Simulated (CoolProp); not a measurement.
Vapour-liquid equilibrium of CH2F2 (R32) (1) + R125 (2) at 207.2 K; x and y are mole fractions of (1).

The numbers come from the multi-fluid Helmholtz-energy mixture model, Tillner-Roth 1997 and Lemmon 2005; pair parameters Lemmon 2004 in CoolProp.

```json
[
 {"x": "0.05", "bubble pressure (MPa)": "0.03909", "y at the bubble point": "0.064", "dew pressure at overall composition x (MPa)": "0.03897", "liquid density (mol/L)": "13.44"},
 {"x": "0.2", "bubble pressure (MPa)": "0.04085", "y at the bubble point": "0.245", "dew pressure at overall composition x (MPa)": "0.04039", "liquid density (mol/L)": "14.46"},
 {"x": "0.35", "bubble pressure (MPa)": "0.04257", "y at the bubble point": "0.409", "dew pressure at overall composition x (MPa)": "0.04195", "liquid density (mol/L)": "15.63"},
 {"x": "0.5", "bubble pressure (MPa)": "0.04409", "y at the bubble point": "0.554", "dew pressure at overall composition x (MPa)": "0.04354", "liquid density (mol/L)": "17.00"},
 {"x": "0.65", "bubble pressure (MPa)": "0.04530", "y at the bubble point": "0.687", "dew pressure at overall composition x (MPa)": "0.04499", "liquid density (mol/L)": "18.63"},
 {"x": "0.8", "bubble pressure (MPa)": "0.04609", "y at the bubble point": "0.813", "dew pressure at overall composition x (MPa)": "0.04603", "liquid density (mol/L)": "20.61"},
 {"x": "0.95", "bubble pressure (MPa)": "0.04628", "y at the bubble point": "0.948", "dew pressure at overall composition x (MPa)": "0.04628", "liquid density (mol/L)": "23.09"}
]
```

y crosses x between x = 0.8 and 0.95: the model has an azeotrope there.

The pair parameters rest on a limited set of measurements; away from them the model extrapolates.
